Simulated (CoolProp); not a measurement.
Saturation properties of n-undecane (Tc = 638.8 K, pc = 19.90 bar, ω = 0.539).

The numbers come from the reference Helmholtz-energy equation of state, Aleksandrov 2011 in CoolProp. It is a short technical equation, of lower accuracy than the large ones.

```csv
T (K),p (bar),liquid density (kg/m³),vapour density (kg/m³),enthalpy of vaporisation (kJ/kg),liquid cp (kJ/(kg K)),surface tension (mN/m)
306.9,0.001100,729.7,0.006739,356.0,2.243,23.4
314.3,0.001832,724.1,0.01097,351.8,2.269,22.7
321.6,0.002947,718.5,0.01725,347.6,2.294,22.1
328.9,0.004618,713.0,0.02644,343.6,2.320,21.4
336.3,0.007102,707.4,0.03979,339.5,2.347,20.7
343.6,0.01061,701.8,0.05825,335.5,2.375,20.1
350.9,0.01554,696.2,0.08356,331.5,2.402,19.4
358.3,0.02241,690.5,0.1182,327.5,2.431,18.8
```

It boils at 468.9 K under 1 atm.

Surface tension comes from a separate correlation (Mulero 2014).
